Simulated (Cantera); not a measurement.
Charge: 1 mol N2O, 1.4 mol H2, at 1875 K and 470 Pa.

Equilibrium computed with Cantera from the NASA thermochemical tables; the gas is ideal and each condensed phase is pure. Candidate condensed phases: H2O; 24 gas species. Rates play no part.

Base state: N2 0.416, H2O 0.415, H2 0.165, H 0.00388, OH 0.000762, NO 3.25e-5, O2 1.50e-5, O 1.36e-5 (mole fractions); condensed: gas only.

**Question.** What changes in the equilibrium state with this change: H2 from 1.4 to 0.071 mol?

**Answer.** 
```json
[
 {"species": "N2", "before": "0.416", "after": "0.647"},
 {"species": "O2", "before": "1.50e-5", "after": "0.297"},
 {"species": "H2O", "before": "0.415", "after": "0.0445"},
 {"species": "H2", "before": "0.165", "after": "0.000125"},
 {"species": "NO", "before": "3.25e-5", "after": "0.00572"},
 {"species": "O", "before": "1.36e-5", "after": "0.00191"},
 {"species": "H", "before": "0.00388", "after": "0.000107"},
 {"species": "OH", "before": "0.000762", "after": "0.00296"}
]
```
